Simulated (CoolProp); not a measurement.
The numbers come from the reference Helmholtz-energy equation of state, Lemmon 2006 in CoolProp. It is a short technical equation, of lower accuracy than the large ones.

### Question
For toluene, give the phase and the cp (kJ/(kg K)), Joule-Thomson coefficient (K/MPa), viscosity (µPa s), conductivity (mW/(m K)) at 242.15 °C and 1.3 bar; 242.15 °C and 60.6 bar.

### Answer
- 242.15 °C and 1.3 bar: gas; cp 1.91, Joule-Thomson coefficient 11.7, viscosity 11.8, conductivity 31.4
- 242.15 °C and 60.6 bar: liquid; cp 2.51, Joule-Thomson coefficient 0.0915, viscosity 116, conductivity 85.1

Viscosity comes from a separate model (Avgeri 2015). Thermal conductivity comes from a separate model (Assael 2012).
